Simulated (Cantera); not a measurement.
**Equilibrium for oxide etching and cleaning by halides: CaO + HCl + H₂**

Feed: 1 mol CaO, 2 mol HCl, 2.3 mol H₂, at 0.00133 bar.

Method: chemical equilibrium by Gibbs-energy minimisation in Cantera with the NASA 1993 tables (ideal gas, pure condensed phases). Candidate condensed phases: Ca, CaCl₂, CaO, Ca(OH)₂, H₂O; 21 gas species. Mutual solubility and eutectic melting of coexisting phases are not modelled. Condensed phases not in the tables: oxide chlorides. The numbers say what is thermodynamically allowed, not how fast it happens.

At 650 K the condensed part is CaCl₂(s). From 750 K to 950 K the condensed part is CaCl₂(s) + CaO(s). From 1050 K to 1250 K the condensed part is CaCl₂(l) + CaO(s). From 1350 K to 1850 K the condensed part is CaO(s).

| T (K) | x H₂ | x H₂O | x HCl | x CaCl₂ | x H | x Cl | x CaCl | n CaCl₂(s) | n CaO(s) | n CaCl₂(l) |
|---|---|---|---|---|---|---|---|---|---|---|
| 650 | 0.697 | 0.303 | 3.07e-5 | <1e-12 | <1e-12 | <1e-12 | <1e-12 | 1.000 | 0 | 0 |
| 750 | 0.697 | 0.303 | 0.000440 | 5.44e-11 | 7.23e-12 | <1e-12 | <1e-12 | 0.999 | 0.000726 | 0 |
| 850 | 0.696 | 0.301 | 0.00334 | 2.12e-8 | 4.68e-10 | 2.26e-12 | <1e-12 | 0.994 | 0.00553 | 0 |
| 950 | 0.691 | 0.292 | 0.0163 | 2.28e-6 | 1.27e-8 | 2.84e-10 | <1e-12 | 0.973 | 0.0271 | 0 |
| 1050 | 0.677 | 0.267 | 0.0560 | 9.64e-5 | 1.83e-7 | 1.38e-8 | 2.93e-12 | 0 | 0.0951 | 0.905 |
| 1150 | 0.652 | 0.220 | 0.127 | 0.00157 | 1.65e-6 | 2.83e-7 | 2.97e-10 | 0 | 0.224 | 0.771 |
| 1250 | 0.608 | 0.152 | 0.224 | 0.0158 | 1.03e-5 | 3.26e-6 | 1.52e-8 | 0 | 0.425 | 0.516 |
| 1350 | 0.535 | 0.0881 | 0.289 | 0.0881 | 4.77e-5 | 2.15e-5 | 4.12e-7 | 0 | 0.621 | 0 |
| 1450 | 0.535 | 0.104 | 0.257 | 0.104 | 0.000189 | 7.41e-5 | 2.80e-6 | 0 | 0.552 | 0 |
| 1550 | 0.534 | 0.118 | 0.228 | 0.118 | 0.000631 | 0.000215 | 1.47e-5 | 0 | 0.492 | 0 |
| 1650 | 0.534 | 0.130 | 0.204 | 0.130 | 0.00182 | 0.000544 | 6.29e-5 | 0 | 0.440 | 0 |
| 1750 | 0.531 | 0.140 | 0.183 | 0.140 | 0.00464 | 0.00123 | 0.000226 | 0 | 0.396 | 0 |
| 1850 | 0.527 | 0.148 | 0.164 | 0.147 | 0.0107 | 0.00253 | 0.000701 | 0 | 0.359 | 0 |
x: gas mole fraction; n: condensed amount in mol.
